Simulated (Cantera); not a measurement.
A perfectly stirred reactor is fed with 5.41 % CH4, 9.84 % O2, 84.3 % N2, 0.427 % H2O, at 7500 Torr; it is adiabatic with a 400 K inlet, and is followed from long to short residence time, starting on the burning branch (τ in s: 0.19, 0.076, 0.03, 0.012, 0.0046, 0.0018, 0.00071, 0.00028, 0.00011, 4.4e-05, 1.7e-05).

Detailed kinetics in Cantera: GRI-Mech 3.0 (53 species, 325 reactions).

**Question.** Predict: blow-out, bracketed by the residence times tried; x(CH4) at τ = 0.190 s; x(O2) at τ = 0.190 s; x(HCO) at τ = 0.190 s; x(NO) at τ = 0.190 s; x(N2O) at τ = 0.190 s; x(CH4) at τ = 1.80 ms; x(O2) at τ = 1.80 ms.

**Answer.** 
```
Property                                                                       Value
------------------------------------------------  ----------------------------------
blow-out, bracketed by the residence times tried  burning at 12.0 ms, out at 4.60 ms
x(CH4) at τ = 0.190 s                                                        0.00158
x(O2) at τ = 0.190 s                                                         0.00157
x(HCO) at τ = 0.190 s                                                        2.77e-9
x(NO) at τ = 0.190 s                                                         4.36e-8
x(N2O) at τ = 0.190 s                                                        3.55e-8
x(CH4) at τ = 1.80 ms                                                         0.0541
x(O2) at τ = 1.80 ms                                                          0.0984
```
